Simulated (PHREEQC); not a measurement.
Acid mine or pickling water (model solution)

Synthetic water in mmol/kgw, 83 °C, pH 1.98, pe 10.5: Na 46; K 1.33; Ca 6.06; Mg 1.2; Cl 24.6; S(6) 31.4; Fe(3) 2.77; Cd 0.0639.

Valence states are taken as typed.

The numbers come from PHREEQC with the ion-association model, wateq4f.dat.

```json
{
  "ionic_strength": "0.0804 mol/kgw",
  "total_alkalinity": "-35.9 meq/kg",
  "charge_balance_error": "10.0 %"
}
```

```
species  molality  activity   log γ
-------  --------  --------  ------
Na+        0.0451    0.0349  -0.112
Cl-        0.0245    0.0185  -0.121
HSO4-      0.0176    0.0135  -0.114
H+         0.0128    0.0105  -0.087
SO4-2     0.00826   0.00297  -0.444
Ca+2      0.00426   0.00159  -0.428
FeSO4+    0.00178   0.00138  -0.110
CaSO4     0.00146   0.00149   0.008
K+        0.00127  0.000962  -0.121
NaSO4-   0.000904  0.000706  -0.107
Mg+2     0.000623  0.000242  -0.411
MgSO4    0.000577  0.000588   0.008
FeOH+2   0.000430  0.000156  -0.441
CaHSO4+  0.000336  0.000259  -0.113
```

Precipitation was switched off in this run. The solution is supersaturated, for example in Jarosite-K, Jarosite-Na, so a real one may precipitate; this is no full list. Constants without temperature data keep their 25 °C values here.
